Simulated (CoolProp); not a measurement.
Properties of C2F6 (R116) along the isobar 1220 kPa.

Computed with CoolProp (reference Helmholtz-energy equation of state, Lemmon 2006). It is a short technical equation, of lower accuracy than the large ones.

```json
[
 {"T (°C)": "-30.25", "phase": "liquid", "isothermal compressibility (1/MPa)": "0.008938", "viscosity (µPa s)": "…"},
 {"T (°C)": "-16.45", "phase": "liquid", "isothermal compressibility (1/MPa)": "0.01546", "viscosity (µPa s)": "147"},
 {"T (°C)": "-2.55", "phase": "gas", "isothermal compressibility (1/MPa)": "1.100", "viscosity (µPa s)": "13.0"},
 {"T (°C)": "11.25", "phase": "gas", "isothermal compressibility (1/MPa)": "…", "viscosity (µPa s)": "…"},
 {"T (°C)": "25.05", "phase": "gas", "isothermal compressibility (1/MPa)": "0.9700", "viscosity (µPa s)": "14.4"},
 {"T (°C)": "38.85", "phase": "gas", "isothermal compressibility (1/MPa)": "0.9378", "viscosity (µPa s)": "…"},
 {"T (°C)": "52.65", "phase": "gas", "isothermal compressibility (1/MPa)": "0.9148", "viscosity (µPa s)": "15.9"},
 {"T (°C)": "66.55", "phase": "gas", "isothermal compressibility (1/MPa)": "0.8974", "viscosity (µPa s)": "…"},
 {"T (°C)": "80.35", "phase": "gas", "isothermal compressibility (1/MPa)": "0.8841", "viscosity (µPa s)": "17.3"},
 {"T (°C)": "94.15", "phase": "gas", "isothermal compressibility (1/MPa)": "…", "viscosity (µPa s)": "…"},
 {"T (°C)": "107.95", "phase": "gas", "isothermal compressibility (1/MPa)": "0.8650", "viscosity (µPa s)": "18.6"}
]
```

### Question
Some entries are withheld; supply them.

### Answer

- -30.25, viscosity (µPa s): 191
- 11.25, isothermal compressibility (1/MPa): 1.018
- 11.25, viscosity (µPa s): 13.6
- 38.85, viscosity (µPa s): 15.1
- 66.55, viscosity (µPa s): 16.6
- 94.15, isothermal compressibility (1/MPa): 0.8735
- 94.15, viscosity (µPa s): 17.9

Viscosity comes from a separate model (Huber 2003), an estimate that may be off by 10 % or more.
